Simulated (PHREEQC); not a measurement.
1 kg of water holding 55 mmol/kgw KCl and 9.6 mmol/kgw K2SO4 is evaporated at 40 °C; the solids stay in contact with the brine. The system is closed to CO2. Only these solids could form: Arcanite, Misenite, Sylvite.

All values are PHREEQC results (Pitzer model, pitzer.dat), not measurements.

Task: Predict ionic strength at water left (kg) = 0.03564, 0.007426.

Result: 
```tsv
water left (kg)	ionic strength
0.03564	2.35
0.007426	5.58
```

Complexes and solids missing from the database can't appear. Away from 25 °C the constants follow the database's enthalpies or fits; those with neither stay at their 25 °C values.
